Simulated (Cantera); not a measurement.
Hydrocarbon pyrolysis for carbon deposition

An isothermal, constant-pressure homogeneous reactor starts with 1.89 % CH₄, 98.1 % N₂, at 1973 K and 10.00 Torr.

Computed with Cantera and GRI-Mech 3.0 (53 species, 325 reactions). GRI-Mech 3.0 stops at C3 and has no aromatics, soot or wall deposition, so with more carbon than oxygen in the feed, carbon stays in small species such as C2H2 where larger ones or solid carbon would form. Radical loss at walls, strong at low pressure, is not modelled.

| t (s) | x CH₄ | x HCN | x C₂H₆ | x CH₂ | x CH₃ | x C₂H₂ |
|---|---|---|---|---|---|---|
| 0.000900 | 0.0187 | 1.20e-10 | 4.78e-9 | 1.09e-7 | 0.000154 | 1.97e-8 |
| 0.00184 | 0.0185 | 8.82e-10 | 2.36e-8 | 3.79e-7 | 0.000318 | 3.86e-7 |
| 0.00376 | 0.0181 | 7.40e-9 | 1.03e-7 | 1.22e-6 | 0.000641 | 6.85e-6 |
| 0.00769 | 0.0169 | 8.29e-8 | 3.80e-7 | 3.63e-6 | 0.00121 | 0.000109 |
| 0.0157 | 0.0129 | 1.19e-6 | 7.97e-7 | 8.16e-6 | 0.00169 | 0.00127 |
| 0.0321 | 0.00628 | 8.85e-6 | 4.12e-7 | 8.95e-6 | 0.00115 | 0.00516 |
| 0.0656 | 0.00228 | 2.71e-5 | 8.44e-8 | 5.94e-6 | 0.000512 | 0.00779 |
| 0.134 | 0.000660 | 5.70e-5 | 1.19e-8 | 3.30e-6 | 0.000194 | 0.00880 |
| 0.274 | 0.000158 | 9.87e-5 | 1.12e-9 | 1.44e-6 | 6.07e-5 | 0.00910 |
| 0.561 | 3.19e-5 | 0.000142 | 6.76e-11 | 4.57e-7 | 1.52e-5 | 0.00916 |
| 1.15 | 3.55e-6 | 0.000169 | 1.17e-12 | 7.49e-8 | 2.05e-6 | 0.00916 |
| 2.34 | 2.29e-7 | 0.000174 | <1e-12 | 7.90e-9 | 1.67e-7 | 0.00916 |
| 4.79 | 6.22e-8 | 0.000174 | <1e-12 | 3.82e-9 | 6.07e-8 | 0.00916 |
| 9.78 | 1.89e-8 | 0.000174 | <1e-12 | 1.93e-9 | 2.38e-8 | 0.00915 |
| 20.0 | 1.29e-8 | 0.000175 | <1e-12 | 1.64e-9 | 1.82e-8 | 0.00915 |
x: mole fraction; the columns are a selection and need not sum to one.

Equilibrium at this temperature and pressure: CH₄ 2.72e-8, HCN 0.0171, C₂H₆ <1e-12, CH₂ 3.54e-9, CH₃ 3.86e-8, C₂H₂ 0.000671 (gas phase only).
